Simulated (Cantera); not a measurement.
Charge: 1 mol Cu2O, 0.31 mol CH4, 0.059 mol CO, equilibrated at 1502 °C and 0.190 bar.

Cantera equilibrium calculation (NASA polynomials, part measured and part estimated; ideal gas, pure solids and liquids). Candidate condensed phases: C, C6H6, C7H8, C8H18, Cu, CuO, Cu(OH)2, Cu2O, H2O; 113 gas species. Rates play no part.

Base state: H2O 0.502, CO2 0.194, CO 0.178, H2 0.124, Cu 0.00213, H 0.000233, OH 5.90e-5 (mole fractions); condensed: Cu(l).

Problem. What changes in the equilibrium state with this change: CO from 0.059 to 1.4 mol?

Solution. 
| species | before | after |
|---|---|---|
| CO | 0.178 | 0.572 |
| CO2 | 0.194 | 0.160 |
| H2O | 0.502 | 0.135 |
| H2 | 0.124 | 0.130 |
| Cu | 0.00213 | 0.00213 |
| OH | 5.90e-5 | 1.55e-5 |
| H | 0.000233 | 0.000239 |
| Cu(l), mol | 2.00 | 2.00 |
